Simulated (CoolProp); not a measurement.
Saturated liquid density (kg/m³) of carbon dioxide: the reference equation beside estimates from Tc = 304.1 K, pc = 7377 kPa, ω = 0.224. Rackett uses Z = 0.29056 − 0.08775 ω.

Values from CoolProp's reference Helmholtz-energy equation of state, Span 1996.

| T (K) | reference | Rackett | Soave-Redlich-Kwong | Peng-Robinson |
|---|---|---|---|---|
| 233.6 | 1115 | 1120 | 1019 | 1156 |
| 237 | 1101 | 1107 | 1004 | 1139 |
| 240.3 | 1088 | 1093 | 989.1 | 1122 |
| 243.7 | 1073 | 1079 | 973.2 | 1105 |
| 247.1 | 1059 | 1065 | 956.8 | 1086 |
| 250.4 | 1044 | 1050 | 940.2 | 1067 |
| 253.8 | 1029 | 1035 | 922.4 | 1047 |
| 257.2 | 1013 | 1019 | 903.9 | 1026 |
| 260.5 | 996.4 | 1003 | 885.2 | 1004 |
| 263.9 | 979.0 | 986.1 | 865.0 | 981.1 |

Absolute difference from the reference over all 10 rows, mean and median: Rackett 0.6 and 0.6 %, Soave-Redlich-Kwong 9.9 and 9.8 %, Peng-Robinson 2.2 and 2.4 %.
